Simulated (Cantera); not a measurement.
A perfectly stirred reactor is fed with CH4 : O2 : N2 = 1 : 1.25 : 4.7 (molar parts), equivalence ratio 1.6, at 4.93 atm; it is adiabatic with a 450 K inlet, and is followed from long to short residence time, starting on the burning branch (τ in s: 0.32, 0.11, 0.036, 0.012, 0.0041, 0.0014, 0.00046, 0.00016, 5.2e-05).

Detailed kinetics in Cantera: GRI-Mech 3.0 (53 species, 325 reactions).

**Question.** What does this change do: pressure from 4.93 atm to 0.355 atm?

**Answer.** 
```json
[
 {"quantity": "blow-out, bracketed by the residence times tried", "before": "burning at 0.460 ms, out at 0.160 ms", "after": "burning at 1.40 ms, out at 0.460 ms"},
 {"quantity": "x(CH4) at τ = 0.320 s", "before": "0.00134", "after": "0.000613"},
 {"quantity": "x(O2) at τ = 0.320 s", "before": "4.41e-5", "after": "0.000115"},
 {"quantity": "x(CO2) at τ = 0.320 s", "before": "0.0356", "after": "0.0352"},
 {"quantity": "x(CO) at τ = 0.320 s", "before": "0.0926", "after": "0.0936"},
 {"quantity": "x(CH2O) at τ = 0.320 s", "before": "1.08e-6", "after": "2.74e-6"},
 {"quantity": "x(CH4) at τ = 4.10 ms", "before": "0.00811", "after": "0.00311"},
 {"quantity": "x(O2) at τ = 4.10 ms", "before": "0.00211", "after": "0.00349"},
 {"quantity": "x(CO2) at τ = 4.10 ms", "before": "0.0388", "after": "0.0333"},
 {"quantity": "x(CO) at τ = 4.10 ms", "before": "0.0753", "after": "0.0883"},
 {"quantity": "x(CH2O) at τ = 4.10 ms", "before": "2.53e-5", "after": "5.51e-5"}
]
```
